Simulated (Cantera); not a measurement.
A perfectly stirred reactor is fed with N2O : N2 = 1 : 3 (molar parts), at 1.01 bar; it is held at 1300 K, and followed from long to short residence time.

Detailed kinetics in Cantera: GRI-Mech 3.0 (53 species, 325 reactions). GRI-Mech 3.0 was tuned for natural gas; its chemistry of N2O as a main component is partial and can be far from experiment. The mechanism lacks the step 2 NO + O2 → 2 NO2, which can matter for NO2 below about 1400 K. The temperature is held fixed by assumption; the heat of reaction is taken as removed at once.

x: mole fraction; the columns are a selection and need not sum to one.

```
τ (s)    x N2O     x NO2      x O      x NO   x N2     x O2
------  ------  --------  -------  --------  -----  -------
4.8     0.0193  0.000131  2.20e-6    0.0141  0.871   0.0953
1.5          ?  0.000158        ?    0.0170  0.854        ?
0.49    0.0980  0.000147  4.78e-6    0.0158  0.827   0.0595
0.16     0.161   9.68e-5  5.97e-6    0.0106  0.794   0.0344
0.050        ?         ?  6.73e-6         ?  0.769        ?
0.016    0.236   1.41e-5  7.05e-6   0.00184  0.757  0.00538
0.0051   0.245   3.46e-6  7.15e-6  0.000620  0.752  0.00179
```

### Question
Some entries are withheld; supply them.

### Answer

- 1.5, x N2O: 0.0480
- 1.5, x O: 3.41e-6
- 1.5, x O2: 0.0812
- 0.050, x N2O: 0.211
- 0.050, x NO2: 4.28e-5
- 0.050, x NO: 0.00491
- 0.050, x O2: 0.0148
